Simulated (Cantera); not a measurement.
Feed: 1 mol FeS, 1200 mol H₂, 15 mol N₂, at 1777 °C and 1.40 bar.

These are equilibrium values from Cantera (NASA tables, ideal gas, pure condensed phases), not measurements of a reactor. Candidate condensed phases: Fe, FeS, FeS₂, S; 16 gas species. Rates play no part.

Base state: H₂ 0.984, N₂ 0.0123, H 0.00190, H₂S 0.000720, Fe 0.000450, SH 9.45e-5 (mole fractions); condensed: Fe(l).

Problem. What changes in the equilibrium state with this change: pressure from 1.40 bar to 3.70 mbar?

Solution. 
```csv
species,before,after
H₂,0.984,0.950
H,0.00190,0.0364
N₂,0.0123,0.0121
H₂S,0.000720,0.000128
Fe,0.000450,0.000807
S,4.42e-6,0.000309
S₂,1.43e-6,1.84e-5
SH,9.45e-5,0.000333
"Fe(l), mol",0.452,0
```
